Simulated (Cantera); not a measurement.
Feed: 1 mol B2O3, 1.2 mol H2O, at 0.0940 bar.

Method: chemical equilibrium by Gibbs-energy minimisation in Cantera with the NASA 1993 tables (ideal gas, pure condensed phases). Candidate condensed phases: B, B2O3, B3O3H3, H2O; 23 gas species. Gases not in the tables: H3BO3. Equilibrium is a limit: real reactors are often held back by kinetics, nucleation or transport.

### Question
Which condensed phases are stable at each of these points (T (°C)): 1177, 1277, 1377, 1477, 1577, 1677, 1777, 1877, 1977, 2077?

### Answer
| T (°C) | condensed phases | B condensed (%) |
|---|---|---|
| 1177 | B2O3(l) | 96.7 |
| 1277 | B2O3(l) | 92.5 |
| 1377 | B2O3(l) | 83.7 |
| 1477 | B2O3(l) | 66.9 |
| 1577 | B2O3(l) | 34.0 |
| 1677 | gas only | 0.0 |
| 1777 | gas only | 0.0 |
| 1877 | gas only | 0.0 |
| 1977 | gas only | 0.0 |
| 2077 | gas only | 0.0 |

From 1177 °C to 1577 °C the condensed part is B2O3(l). From 1677 °C to 2077 °C nothing is condensed.
